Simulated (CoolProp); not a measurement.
Properties of ammonia along the isobar 0.101 MPa (Tc = 405.6 K, pc = 11.36 MPa, ω = 0.256).

Values from CoolProp's reference Helmholtz-energy equation of state, Gao 2020.

| T (K) | phase | Z | speed of sound (m/s) | Joule-Thomson coefficient (K/MPa) | Prandtl number | fugacity coefficient |
|---|---|---|---|---|---|---|
| 275 | gas | 0.9853 | 415.9 | … | … | 0.9855 |
| 314 | gas | 0.9915 | … | 23.36 | 0.876 | 0.9915 |
| 353.1 | gas | 0.9945 | … | 15.65 | … | 0.9946 |
| 392.2 | gas | 0.9963 | 493.3 | 11.31 | 0.861 | 0.9963 |
| 431.2 | gas | 0.9974 | 515.3 | 8.566 | 0.848 | 0.9974 |
| 470.3 | gas | 0.9981 | … | 6.687 | 0.836 | 0.9981 |
| 509.4 | gas | 0.9986 | 556.1 | 5.341 | … | 0.9986 |
| 548.4 | gas | 0.9989 | … | 4.347 | 0.826 | 0.9989 |

Question: Some entries are withheld; supply them.

Answer: 
- 275, Joule-Thomson coefficient (K/MPa): 38.84
- 275, Prandtl number: 0.874
- 314, speed of sound (m/s): 444.2
- 353.1, speed of sound (m/s): 469.7
- 353.1, Prandtl number: 0.872
- 470.3, speed of sound (m/s): 536.2
- 509.4, Prandtl number: 0.828
- 548.4, speed of sound (m/s): 575.1

Viscosity comes from a separate model (Fenghour 1995). Thermal conductivity comes from a separate model (Tufeu 1984).
